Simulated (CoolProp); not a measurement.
Vapour pressure (MPa) of R245fa: the reference equation beside estimates from Tc = 427.0 K, pc = 3.651 MPa, ω = 0.378.

Model: reference Helmholtz-energy equation of state, Akasaka 2015, in CoolProp.

```
T (K)  reference  Lee-Kesler  van der Waals  Redlich-Kwong  Soave-Redlich-Kwong  Peng-Robinson
-----  ---------  ----------  -------------  -------------  -------------------  -------------
200    0.0004040   0.0003926        0.06430       0.003177            0.0004057      0.0004619
218.3   0.001992    0.001936         0.1177        0.01116             0.001986       0.002167
236.7   0.007377    0.007214         0.1977        0.03092             0.007337       0.007758
255.1    0.02180     0.02150         0.3093        0.07143              0.02170        0.02242
273.5    0.05413     0.05382         0.4578         0.1438              0.05398        0.05484
291.9     0.1173      0.1173         0.6477         0.2605               0.1172         0.1177
310.3     0.2280      0.2287         0.8834         0.4344               0.2286         0.2275
328.7     0.4065      0.4081          1.168         0.6783               0.4089         0.4048
347.1     0.6761      0.6779          1.506          1.005               0.6823         0.6735
365.5      1.063       1.063          1.900          1.425                1.075          1.061
383.8      1.593       1.591          2.349          1.948                1.614          1.595
```

Absolute difference from the reference over all 11 rows, mean and median: Lee-Kesler 1.0 and 0.4 %, van der Waals 2495.0 and 452.2 %, Redlich-Kwong 204.0 and 122.1 %, Soave-Redlich-Kwong 0.6 and 0.5 %, Peng-Robinson 3.1 and 0.4 %.
